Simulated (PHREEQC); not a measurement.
Consider water at 25 °C with 0.011 mol CaSO4, 0.0025 mol Na2SO4 and 0.056 mol NaCl per kg of water. Closed to the air; pH follows from the charge balance.

All values are PHREEQC results (ion-association model, phreeqc.dat), not measurements.

This is a speciation only: nothing precipitates in the calculation.

Question: Order these S species by the share of S that they hold, largest first: CaSO4, NaSO4-, SO4-2.

Answer: SO4-2 (75 %), CaSO4 (17 %), NaSO4- (8.4 %)

The ionic strength is 0.0961 mol/kgw. Species that the database lacks are ignored.
